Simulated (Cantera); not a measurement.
A closed system holds: 1 mol Cr, a varied amount of N2O, held at 1323 K and 1.50 Torr.

Method: chemical equilibrium by Gibbs-energy minimisation in Cantera with the NASA 1993 tables (ideal gas, pure condensed phases). Candidate condensed phases: Cr, CrN, Cr2N, Cr2O3; 14 gas species. Mutual solubility and eutectic melting of coexisting phases are not modelled. Kinetics and transport are ignored.

Which condensed phases are stable at each of these points (n(N2O) (mol)): 0.36, 0.45, 0.55, 0.68, 0.83, 1, 1.3, 1.5, 1.9, 2.3, 2.8?


```json
[
 {"n(N2O) (mol)": "0.36", "condensed phases": "Cr(s) + Cr2O3(s)", "Cr condensed (%)": "100.0"},
 {"n(N2O) (mol)": "0.45", "condensed phases": "Cr(s) + Cr2O3(s)", "Cr condensed (%)": "100.0"},
 {"n(N2O) (mol)": "0.55", "condensed phases": "Cr(s) + Cr2O3(s)", "Cr condensed (%)": "100.0"},
 {"n(N2O) (mol)": "0.68", "condensed phases": "Cr(s) + Cr2O3(s)", "Cr condensed (%)": "100.0"},
 {"n(N2O) (mol)": "0.83", "condensed phases": "Cr(s) + Cr2O3(s)", "Cr condensed (%)": "100.0"},
 {"n(N2O) (mol)": "1", "condensed phases": "Cr(s) + Cr2O3(s)", "Cr condensed (%)": "100.0"},
 {"n(N2O) (mol)": "1.3", "condensed phases": "Cr(s) + Cr2O3(s)", "Cr condensed (%)": "100.0"},
 {"n(N2O) (mol)": "1.5", "condensed phases": "Cr2O3(s)", "Cr condensed (%)": "100.0"},
 {"n(N2O) (mol)": "1.9", "condensed phases": "Cr2O3(s)", "Cr condensed (%)": "100.0"},
 {"n(N2O) (mol)": "2.3", "condensed phases": "Cr2O3(s)", "Cr condensed (%)": "100.0"},
 {"n(N2O) (mol)": "2.8", "condensed phases": "Cr2O3(s)", "Cr condensed (%)": "100.0"}
]
```

From 0.36 mol N2O to 1.3 mol N2O the condensed part is Cr(s) + Cr2O3(s). From 1.5 mol N2O to 2.8 mol N2O the condensed part is Cr2O3(s).
